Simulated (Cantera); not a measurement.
Input: 1 mol Fe₃O₄, 2.1 mol C, 5.7 mol N₂, 1.2 mol CH₄, at 2548 K.

These are equilibrium values from Cantera (NASA tables, ideal gas, pure condensed phases), not measurements of a reactor. Candidate condensed phases: C, C₆H₆, C₇H₈, C₈H₁₈, Fe, Fe(CO)₅, FeO, Fe(OH)₂, Fe(OH)₃, Fe₂O₃, Fe₃O₄, H₂O; 140 gas species. Rates play no part.

Task: What share of the Fe ends up in condensed phases as a function of P (Pa), at 10, 42, 180, 750, 3200, 13000, 56000, 240000, 1000000?

Result: 
```json
[
 {"P (Pa)": "10", "Fe condensed (%)": "0.0", "as": "-"},
 {"P (Pa)": "42", "Fe condensed (%)": "0.0", "as": "-"},
 {"P (Pa)": "180", "Fe condensed (%)": "0.0", "as": "-"},
 {"P (Pa)": "750", "Fe condensed (%)": "0.0", "as": "-"},
 {"P (Pa)": "3200", "Fe condensed (%)": "0.0", "as": "-"},
 {"P (Pa)": "13000", "Fe condensed (%)": "0.0", "as": "-"},
 {"P (Pa)": "56000", "Fe condensed (%)": "68.0", "as": "Fe(l)"},
 {"P (Pa)": "240000", "Fe condensed (%)": "93.0", "as": "Fe(l)"},
 {"P (Pa)": "1000000", "Fe condensed (%)": "98.3", "as": "Fe(l)"}
]
```
